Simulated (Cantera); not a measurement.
Input: 1 mol Fe2O3, a varied amount of CO, 0.32 mol H2, equilibrated at 1277 °C and 0.000700 bar.

Equilibrium computed with Cantera from the NASA thermochemical tables; the gas is ideal and each condensed phase is pure. Candidate condensed phases: C, C6H6, C7H8, C8H18, Fe, Fe(CO)5, FeO, Fe(OH)2, Fe(OH)3, Fe2O3, Fe3O4, H2O; 114 gas species. Mutual solubility and eutectic melting of coexisting phases are not modelled. The tables' stoichiometric FeO is somewhat more stable than real wüstite, so its field is too wide. FeO: taken at fixed stoichiometry. Kinetics and transport are ignored.

log p: log10 of the partial pressure in bar; n: condensed amount in mol.

| n(CO) (mol) | log p CO2 | log p CO | log p H2O | log p H2 | n FeO(s) | n Fe3O4(s) |
|---|---|---|---|---|---|---|
| 0.69 | -3.34 | -4.64 | -3.66 | -5.41 | 1.92 | 0.0282 |
| 0.84 | -3.37 | [?] | [?] | [?] | 2.00 | 0 |
| 1 | -3.42 | [?] | [?] | [?] | 2.00 | 0 |
| 1.2 | -3.47 | -3.67 | -3.92 | -4.57 | 2.00 | 0 |
| 1.5 | -3.53 | -3.55 | -4.04 | -4.50 | 2.00 | 0 |
| 1.8 | -3.59 | -3.47 | -4.14 | -4.47 | 2.00 | 0 |
| 2.3 | -3.67 | -3.40 | -4.29 | -4.47 | 2.00 | 0 |
| 2.7 | -3.72 | -3.36 | -4.39 | -4.48 | 2.00 | 0 |

Question: What belongs in the gaps?

Answer: 
- 1, log p CO: -3.83
- 1, log p H2O: -3.83
- 1, log p H2: -4.68
- 0.84, log p CO: -4.08
- 0.84, log p H2O: -3.74
- 0.84, log p H2: -4.89
